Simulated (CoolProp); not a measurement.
Vapour-liquid equilibrium of n-heptane (1) + toluene (2) at 612 kPa; x and y are mole fractions of (1).

Values from CoolProp's multi-fluid Helmholtz-energy mixture model, Span 2003 and Lemmon 2006; pair parameters Bell 2016.

Question: Give the bubble temperature and the first vapour's composition at x = 0.425, 0.725, 0.875. Is there an azeotrope?

Answer: x = 0.425: 452.3 K, y = 0.485; x = 0.725: 449.0 K, y = 0.752; x = 0.875: 447.9 K, y = 0.885. No azeotrope shows between x = 0.05 and 0.95.

The pair parameters rest on a limited set of measurements; away from them the model extrapolates.
